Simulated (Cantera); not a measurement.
What does this Cantera script print?

```python
import numpy as np
import cantera as ct

gas = ct.Solution("gri30.yaml")


def delay(T, t_max=10):
    gas.TPX = T, 2100000, {'CH4': 1, 'O2': 1.25, 'N2': 4.7}
    reactor = ct.IdealGasReactor(gas, clone=False)
    net = ct.ReactorNet([reactor])
    net.rtol, net.atol = 1e-8, 1e-16
    while net.time < t_max:
        t_old, T_old = net.time, reactor.T
        net.step()
        if reactor.T > T + 400:  # ignition: a rise of 400 K
            return t_old + (T + 400 - T_old) / (reactor.T - T_old) * (net.time - t_old)
    return np.nan


taus = []
for T in [1225, 1275, 1325, 1375, 1425, 1475, 1525, 1575, 1625]:
    taus.append(delay(T))
    print(f"T0 = {T:6g} K   tau = {taus[-1]:.4e} s")
```

Output:

```
T0 =   1225 K   tau = 1.8064e-03 s
T0 =   1275 K   tau = 1.0239e-03 s
T0 =   1325 K   tau = 5.9681e-04 s
T0 =   1375 K   tau = 3.5627e-04 s
T0 =   1425 K   tau = 2.1710e-04 s
T0 =   1475 K   tau = 1.3470e-04 s
T0 =   1525 K   tau = 8.4941e-05 s
T0 =   1575 K   tau = 5.4375e-05 s
T0 =   1625 K   tau = 3.5331e-05 s
```

Cantera simulation using GRI-Mech 3.0 (53 species, 325 reactions); the numbers are that mechanism's predictions, not measurements. The pressure lies above the range GRI-Mech 3.0 was tuned for (to about 10 atm).
